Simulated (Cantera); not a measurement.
A freely propagating, adiabatic, planar premixed flame of CH4 : CO : O2 : N2 : H2O = 1 : 0.55 : 1.75 : 4.9 : 0.42 (molar parts), equivalence ratio 1.3, unburnt at 448 K and 0.133 bar; mixture-averaged transport, grid criteria slope 0.08 and curve 0.16, no radiation.

Model: GRI-Mech 3.0 (53 species, 325 reactions), integrated in Cantera. Burning velocities carry a grid error of a few per cent, more on coarse grids.

Q: Predict: laminar burning velocity; thermal thickness; peak x(HCO); peak x(H2O2); peak x(C2H2).

A: 
- laminar burning velocity = 142 cm/s
- thermal thickness = 1.82 mm
- peak x(HCO) = 0.000120
- peak x(H2O2) = 5.95e-6
- peak x(C2H2) = 0.000386
